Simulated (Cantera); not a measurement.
Input (Python, Cantera) and output of one run.

```python
import numpy as np
import cantera as ct

gas_names = [...]  # 118 gases of nasa_gas.yaml made of C, Cl, F, H
cond_names = """
    C(gr) C6H6(L) C7H8(L) C8H18(L),n-octa
""".split()


# ... load() reads the species with a 1 bar reference pressure and builds the phases ...
atoms = {
    'CH3Cl': {'C': 1, 'H': 3, 'CL': 1},
    'CH4': {'C': 1, 'H': 4},
    'F2': {'F': 2},
}
top_T = {'C(gr)': 4500}  # K; cautious upper limits of use, not melting points


# ... equilibrate(T, P, feed) seeds the gas with the atoms and calls Mixture.equilibrate('TP', solver="vcs", rtol=1e-11, max_steps=5000) ...
results = []
feed = {'CH3Cl': 1, 'CH4': 0.04, 'F2': 0.25}  # mol
P = 1333.22  # Pa
for T in [2825, 2900, 2975, 3050, 3125, 3200, 3275]:
    mix = equilibrate(T, P, feed)
    results.append((T, P, feed, dict(zip(mix.species_names, mix.species_moles))))
    x = sorted(zip(gas.X, gas.species_names), reverse=True)
    print(f"T = {T:g} K  P = {P:g} Pa  gas = {mix.phase_moles(0):.4g} mol")
    print("   x: " + "  ".join(f"{s} {v:.3e}" for v, s in x if v > 1e-05))
    print("   condensed (mol): " + ("  ".join(f"{mix.phase(i).name} {mix.phase_moles(i):.4g}"
          for i in range(1, mix.n_phases) if mix.phase_moles(i) > 1e-12) or "none"))
```

Output:

```
T = 2825 K  P = 1333.22 Pa  gas = 3.143 mol
   x: H 3.291e-01  H2 1.812e-01  CL 1.768e-01  HF 1.577e-01  HCL 1.413e-01  C2H2,acetylene 6.566e-03  C3 3.212e-03  C2H 1.568e-03  F 1.267e-03  C 6.481e-04  C2 3.152e-04  CF 9.942e-05  C4H2 9.909e-05  C2HCL 9.343e-05  C5 3.348e-05  CH 1.943e-05  C2H2,vinylidene 1.347e-05
   condensed (mol): C(gr) 0.9516
T = 2900 K  P = 1333.22 Pa  gas = 3.327 mol
   x: H 3.821e-01  CL 1.923e-01  HF 1.481e-01  H2 1.474e-01  HCL 1.082e-01  C3 7.757e-03  C2H2,acetylene 6.787e-03  C2H 2.607e-03  F 1.971e-03  C 1.420e-03  C2 7.725e-04  CF 1.839e-04  C4H2 1.303e-04  C5 1.038e-04  C2HCL 9.970e-05  CH 3.353e-05  C4 1.951e-05  C2H2,vinylidene 1.685e-05
   condensed (mol): C(gr) 0.8848
T = 2975 K  P = 1333.22 Pa  gas = 3.542 mol
   x: H 4.281e-01  CL 2.027e-01  HF 1.378e-01  H2 1.144e-01  HCL 7.943e-02  C3 1.788e-02  C2H2,acetylene 6.616e-03  C2H 4.103e-03  F 3.048e-03  C 2.991e-03  C2 1.808e-03  CF 3.346e-04  C5 3.033e-04  C4H2 1.596e-04  C2HCL 1.003e-04  C4 5.624e-05  CH 5.469e-05  C2H2,vinylidene 1.968e-05  CCL 1.250e-05
   condensed (mol): C(gr) 0.7397
T = 3050 K  P = 1333.22 Pa  gas = 3.818 mol
   x: H 4.604e-01  CL 2.065e-01  HF 1.257e-01  H2 8.377e-02  HCL 5.533e-02  C3 3.951e-02  C2H 6.090e-03  C 6.069e-03  C2H2,acetylene 6.010e-03  F 4.673e-03  C2 4.054e-03  C5 8.394e-04  CF 5.987e-04  C4H2 1.800e-04  C4 1.537e-04  C2HCL 9.419e-05  CH 8.400e-05  C2H2,vinylidene 2.122e-05  CCL 1.822e-05
   condensed (mol): C(gr) 0.4159
T = 3125 K  P = 1333.22 Pa  gas = 4.124 mol
   x: H 4.809e-01  CL 2.051e-01  HF 1.132e-01  C3 6.443e-02  H2 5.915e-02  HCL 3.731e-02  C 1.090e-02  C2 7.327e-03  C2H 7.246e-03  F 7.080e-03  C2H2,acetylene 4.369e-03  C5 1.422e-03  CF 9.614e-04  C4 2.812e-04  C4H2 1.347e-04  CH 1.128e-04  C2HCL 7.075e-05  CCL 2.331e-05  C2H2,vinylidene 1.815e-05
   condensed (mol): none
T = 3200 K  P = 1333.22 Pa  gas = 4.276 mol
   x: H 5.089e-01  CL 2.073e-01  HF 1.050e-01  C3 6.137e-02  H2 4.373e-02  HCL 2.647e-02  C 1.604e-02  F 1.063e-02  C2 9.140e-03  C2H 6.161e-03  C2H2,acetylene 2.358e-03  CF 1.285e-03  C5 9.978e-04  C4 2.520e-04  CH 1.278e-04  C4H2 5.308e-05  C2HCL 3.949e-05  CCL 2.526e-05  C2H2,vinylidene 1.144e-05
   condensed (mol): none
T = 3275 K  P = 1333.22 Pa  gas = 4.414 mol
   x: H 5.297e-01  CL 2.078e-01  HF 9.599e-02  C3 5.712e-02  H2 3.186e-02  C 2.300e-02  HCL 1.865e-02  F 1.560e-02  C2 1.110e-02  C2H 5.117e-03  CF 1.673e-03  C2H2,acetylene 1.252e-03  C5 6.828e-04  C4 2.197e-04  CH 1.407e-04  CCL 2.683e-05  C2HCL 2.178e-05  C4H2 2.053e-05
   condensed (mol): none
```

Equilibrium computed with Cantera from the NASA thermochemical tables; the gas is ideal and each condensed phase is pure. The tables' values for CCl are old estimates; treat these amounts as uncertain.
